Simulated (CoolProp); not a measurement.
A simple Rankine cycle with cyclohexane: condensing at 304.15 K, boiler at 0.793 MPa, turbine inlet 482 K, turbine efficiency 0.85, pump efficiency 0.7, no recuperator. Each further row changes one setting.

The numbers come from the reference Helmholtz-energy equation of state, Zhou 2014 in CoolProp.

| case | thermal efficiency (%) | net work (kJ/kg) | heat in (kJ/kg) | turbine exit temperature (K) | volume ratio over the turbine |
|---|---|---|---|---|---|
| as stated | ? | 134 | 681 | 405.5 | 44.2 |
| turbine inlet 502 K | 19.5 | 142 | 728 | ? | 43.9 |
| condensing temperature 296.15 K | ? | ? | 696 | ? | 62.1 |
| boiler pressure 0.555 MPa | 18.2 | 125 | 688 | 414.0 | 30.3 |
| turbine efficiency 0.75 | ? | ? | 681 | 414.2 | 45.2 |

Problem. What belongs in the gaps?

Solution. 
- as stated, thermal efficiency (%): 19.7
- turbine inlet 502 K, turbine exit temperature (K): 426.5
- condensing temperature 296.15 K, thermal efficiency (%): 21.0
- condensing temperature 296.15 K, net work (kJ/kg): 146
- condensing temperature 296.15 K, turbine exit temperature (K): 399.0
- turbine efficiency 0.75, thermal efficiency (%): 17.4
- turbine efficiency 0.75, net work (kJ/kg): 118
